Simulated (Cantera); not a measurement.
Input (Python, Cantera) and output of one run.

```python
import numpy as np
import cantera as ct

gas_names = """
    CL CLO CL2 H HCL HOCL HO2 H2 H2O H2O2 O OH O2 O3 Si SiCL SiCL2 SiCL3 SiCL4 SiH SiHCL3 SiH2 SiH2CL2
    SiH3 SiH3CL SiH4 SiO SiO2 Si2 Si3
""".split()
cond_names = """
    H2O(s) H2O(L) Si(cr) Si(L) SiO2(Lqz) SiO2(hqz) SiO2(L)
""".split()


# ... load() reads the species with a 1 bar reference pressure and builds the phases ...
atoms = {
    'SiCl4': {'Si': 1, 'CL': 4},
    'O3': {'O': 3},
    'H2': {'H': 2},
    'O2': {'O': 2},
}
top_T = {}  # K; cautious upper limits of use, not melting points


# ... equilibrate(T, P, feed) seeds the gas with the atoms and calls Mixture.equilibrate('TP', solver="vcs", rtol=1e-11, max_steps=5000) ...
results = []
feed = {'SiCl4': 1, 'O3': 1.7, 'H2': 13, 'O2': 7.1}  # mol
P = 16  # Pa
for T in [975, 1075, 1175, 1275, 1375, 1475, 1575]:
    mix = equilibrate(T, P, feed)
    results.append((T, P, feed, dict(zip(mix.species_names, mix.species_moles))))
    x = sorted(zip(gas.X, gas.species_names), reverse=True)
    print(f"T = {T:g} K  P = {P:g} Pa  gas = {mix.phase_moles(0):.4g} mol")
    print("   x: " + "  ".join(f"{s} {v:.3e}" for v, s in x if v > 1e-05))
    print("   condensed (mol): " + ("  ".join(f"{mix.phase(i).name} {mix.phase_moles(i):.4g}"
          for i in range(1, mix.n_phases) if mix.phase_moles(i) > 1e-12) or "none"))
```

Output:

```
T = 975 K  P = 16 Pa  gas = 18.15 mol
   x: H2O 6.064e-01  HCL 2.198e-01  O2 1.734e-01  CL 2.732e-04  CL2 1.704e-04
   condensed (mol): SiO2(hqz) 1
T = 1075 K  P = 16 Pa  gas = 18.15 mol
   x: H2O 6.064e-01  HCL 2.194e-01  O2 1.733e-01  CL 8.097e-04  CL2 8.610e-05
   condensed (mol): SiO2(hqz) 1
T = 1175 K  P = 16 Pa  gas = 18.16 mol
   x: H2O 6.068e-01  HCL 2.182e-01  O2 1.729e-01  CL 1.990e-03  CL2 4.834e-05  OH 4.414e-05
   condensed (mol): SiO2(hqz) 1
T = 1275 K  P = 16 Pa  gas = 18.17 mol
   x: H2O 6.075e-01  HCL 2.159e-01  O2 1.723e-01  CL 4.226e-03  OH 1.629e-04  CL2 2.925e-05
   condensed (mol): SiO2(hqz) 1
T = 1375 K  P = 16 Pa  gas = 18.19 mol
   x: H2O 6.085e-01  HCL 2.119e-01  O2 1.711e-01  CL 7.971e-03  OH 4.974e-04  H2 3.557e-05  O 2.081e-05  CL2 1.862e-05
   condensed (mol): SiO2(hqz) 1
T = 1475 K  P = 16 Pa  gas = 18.22 mol
   x: H2O 6.097e-01  HCL 2.059e-01  O2 1.692e-01  CL 1.362e-02  OH 1.304e-03  H2 1.578e-04  O 9.334e-05  H 1.288e-05  CL2 1.224e-05
   condensed (mol): SiO2(hqz) 1
T = 1575 K  P = 16 Pa  gas = 18.27 mol
   x: H2O 6.106e-01  HCL 1.975e-01  O2 1.664e-01  CL 2.137e-02  OH 3.020e-03  H2 5.821e-04  O 3.453e-04  H 7.927e-05
   condensed (mol): SiO2(hqz) 1
```

Cantera equilibrium calculation (NASA polynomials, part measured and part estimated; ideal gas, pure solids and liquids). The tables hold silica as quartz up to 1696 K and as liquid above; real silica turns to tridymite and cristobalite and melts near 1996 K.
